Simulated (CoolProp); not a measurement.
A closed Brayton cycle with carbon dioxide: compressor inlet 332.15 K and 8.5 MPa, high pressure 17.7 MPa, turbine inlet 965 K, compressor efficiency 0.89, turbine efficiency 0.93, recuperator effectiveness 0.95 (on enthalpy, no pinch check). Each further row changes one setting.

Model: reference Helmholtz-energy equation of state, Span 1996, in CoolProp.

```
case                           thermal efficiency (%)  net work (kJ/kg)  compressor to turbine work  compressor exit (K)  turbine exit (K)
-----------------------------  ----------------------  ----------------  --------------------------  -------------------  ----------------
as stated                                        40.4              83.4                        0.31                394.6             864.0
turbine inlet 915 K                              38.9              76.8                           …                394.6                 …
compressor inlet 342.15 K                        39.9              79.4                        0.34                    …             864.0
high pressure 15 MPa                             38.4              66.5                        0.29                380.2             886.2
recuperator effectiveness 0.5                    18.4              83.4                        0.31                394.6             864.0
```

**Question.** Some entries are withheld; supply them.

**Answer.** 
- turbine inlet 915 K, compressor to turbine work: 0.32
- turbine inlet 915 K, turbine exit (K): 817.5
- compressor inlet 342.15 K, compressor exit (K): 407.9
